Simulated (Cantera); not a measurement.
A closed system holds: 1 mol Si3N4, 0.28 mol O2, 10 mol N2, 53 mol HF, at 1273 K and 390 Pa.

Equilibrium computed with Cantera from the NASA thermochemical tables; the gas is ideal and each condensed phase is pure. Candidate condensed phases: H2O, Si, SiO2, Si2N2O, Si3N4; 58 gas species. The numbers say what is thermodynamically allowed, not how fast it happens.

Task: What is the equilibrium state?

Result: 
| Property | Value |
|---|---|
| x(HF) | 0.661 |
| x(N2) | 0.194 |
| x(H2) | 0.0877 |
| x(SiF4) | 0.0484 |
| x(H2O) | 0.00903 |
| x(H) | 3.38e-6 |
| x(SiF3) | 3.13e-6 |
| gas amount | 62.00 mol |
| log10 activity of Si(s) (absent) | -13.21 |
